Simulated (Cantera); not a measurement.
An isothermal, constant-pressure homogeneous reactor starts with 0.356 % C₂H₆, 99.6 % N₂, at 1600 K and 7.50 Torr.

Computed with Cantera and GRI-Mech 3.0 (53 species, 325 reactions). GRI-Mech 3.0 stops at C3 and has no aromatics, soot or wall deposition, so with more carbon than oxygen in the feed, carbon stays in small species such as C2H2 where larger ones or solid carbon would form. Radical loss at walls, strong at low pressure, is not modelled.

Predict: x(H₂) at 40.0 s; x(CH₄) at 40.0 s; x(C₂H) at 40.0 s; x(HCN) at 40.0 s; x(H) at 40.0 s; x(CH₃) at 40.0 s.


```
Quantity                                            Value
----------------  ---------------------------------------
x(H₂) at 40.0 s   0.00702 (gas-phase equilibrium 0.00704)
x(CH₄) at 40.0 s  1.50e-5 (gas-phase equilibrium 2.31e-8)
x(C₂H) at 40.0 s  6.31e-8 (gas-phase equilibrium 3.51e-9)
x(HCN) at 40.0 s  5.05e-5 (gas-phase equilibrium 0.00675)
x(H) at 40.0 s    3.77e-5 (gas-phase equilibrium 4.59e-5)
x(CH₃) at 40.0 s  1.63e-6 (gas-phase equilibrium 3.06e-9)
```
